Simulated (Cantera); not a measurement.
Source: NASA polynomial tables (part measured, part estimated), evaluated in Cantera. Values are per mole of reaction as written; species without (g) are pure solids or liquids, kept so even where they would boil at 1 bar.

Si₃N₄ + 4 NF₃(g) = 4 N₂(g) + 3 SiF₄(g)

| T (K) | ΔH° (kJ) | ΔS° (J/K) | ΔG° (kJ) | log10 K |
|---|---|---|---|---|
| 550 | -3572.2 | 462.3 | -3826.5 | 363.40 |
| 750 | [?] | [?] | [?] | [?] |
| 950 | -3583.1 | 448.2 | -4008.8 | 220.42 |
| 1150 | -3591.9 | 439.8 | -4097.6 | 186.12 |
| 1350 | -3602.3 | 431.4 | -4184.8 | 161.91 |
| 1550 | -3613.9 | 423.4 | -4270.2 | 143.90 |
| 1750 | [?] | [?] | [?] | [?] |
| 1950 | -3639.1 | 409.0 | -4436.7 | 118.84 |
| 2150 | -3652.3 | 402.6 | -4517.8 | 109.76 |
| 2350 | -3665.8 | 396.6 | -4597.7 | 102.19 |

**Question.** Some entries are withheld; supply them.

**Answer.** 
- 750, ΔH° (kJ): -3576.3
- 750, ΔS° (J/K): 456.1
- 750, ΔG° (kJ): -3918.4
- 750, log10 K: 272.90
- 1750, ΔH° (kJ): -3626.2
- 1750, ΔS° (J/K): 416.0
- 1750, ΔG° (kJ): -4354.2
- 1750, log10 K: 129.96
